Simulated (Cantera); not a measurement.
An isothermal, constant-pressure homogeneous reactor starts with C2H6 : N2 = 1 : 56 (molar parts), at 1050 K and 20.0 Torr.

Detailed kinetics in Cantera: GRI-Mech 3.0 (53 species, 325 reactions). GRI-Mech 3.0 stops at C3 and has no aromatics, soot or wall deposition, so with more carbon than oxygen in the feed, carbon stays in small species such as C2H2 where larger ones or solid carbon would form. Radical loss at walls, strong at low pressure, is not modelled.

x: mole fraction; the columns are a selection and need not sum to one.

| t (s) | x C2H6 | x CH2 | x C2H | x HCN | x CH4 | x H2 | x C2H4 |
|---|---|---|---|---|---|---|---|
| 1.00e-6 | 0.0175 | <1e-12 | <1e-12 | <1e-12 | <1e-12 | <1e-12 | <1e-12 |
| 4.44e-6 | 0.0175 | <1e-12 | <1e-12 | <1e-12 | <1e-12 | <1e-12 | <1e-12 |
| 1.97e-5 | 0.0175 | <1e-12 | <1e-12 | <1e-12 | <1e-12 | <1e-12 | <1e-12 |
| 8.77e-5 | 0.0175 | <1e-12 | <1e-12 | <1e-12 | 9.20e-12 | <1e-12 | <1e-12 |
| 0.000390 | 0.0175 | <1e-12 | <1e-12 | <1e-12 | 1.80e-10 | 1.30e-11 | 2.30e-11 |
| 0.00173 | 0.0175 | <1e-12 | <1e-12 | <1e-12 | 3.50e-9 | 1.58e-9 | 1.89e-9 |
| 0.00770 | 0.0175 | <1e-12 | <1e-12 | <1e-12 | 6.39e-8 | 1.47e-7 | 1.53e-7 |
| 0.0342 | 0.0175 | 3.39e-12 | <1e-12 | <1e-12 | [?] | [?] | [?] |
| 0.152 | 0.0173 | 3.77e-11 | <1e-12 | 1.62e-12 | 1.26e-5 | 0.000246 | 0.000251 |
| 0.675 | [?] | 5.64e-11 | <1e-12 | 6.23e-12 | [?] | [?] | [?] |
| 3.00 | 0.00882 | 4.30e-11 | <1e-12 | 1.04e-11 | 0.000588 | 0.00824 | 0.00797 |

Problem. What belongs in the gaps?

Solution. 
- 0.0342, x CH4: 9.38e-7
- 0.0342, x H2: 9.96e-6
- 0.0342, x C2H4: 1.01e-5
- 0.675, x C2H6: 0.0155
- 0.675, x CH4: 0.000113
- 0.675, x H2: 0.00186
- 0.675, x C2H4: 0.00189
